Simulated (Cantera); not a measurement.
# Pyrogenic steam for wet oxidation

An isothermal, constant-pressure homogeneous reactor starts with 39.0 % H2, 24.4 % O2, 36.6 % N2, at 1125 K and 1.00 bar.

Model: the H2/O2 subset of GRI-Mech 3.0, which has no nitrogen chemistry, integrated in Cantera. The temperature is held fixed by assumption; the heat of reaction is taken as removed at once.

```
t (s)         x H2    x O2     x HO2       x H     x OH
--------  --------  ------  --------  --------  -------
0.000200    0.0186  0.0692  0.000150   8.38e-5  9.61e-5
0.000569    0.0157  0.0679  0.000110   9.19e-6  1.19e-5
0.00162     0.0126  0.0664   9.89e-5   7.01e-6  1.11e-5
0.00462    0.00752  0.0641   7.51e-5   3.44e-6  8.59e-6
0.0131     0.00276  0.0619   4.07e-5   8.54e-7  5.33e-6
0.0374    0.000643  0.0609   1.38e-5   9.92e-8  2.41e-6
0.107     0.000112  0.0607   3.22e-6   8.73e-9  1.07e-6
0.303      8.62e-6  0.0606   3.26e-7  5.07e-10  7.04e-7
0.864      1.16e-8  0.0606   6.11e-9  3.46e-12  1.12e-6
2.46       4.80e-9  0.0606   4.79e-9  3.08e-12  1.62e-6
7.00       4.78e-9  0.0606   4.78e-9  3.09e-12  1.63e-6
```
x: mole fraction; the columns are a selection and need not sum to one.

Equilibrium at this temperature and pressure: H2 4.78e-9, O2 0.0606, HO2 4.78e-9, H 3.09e-12, OH 1.63e-6 (gas phase only).
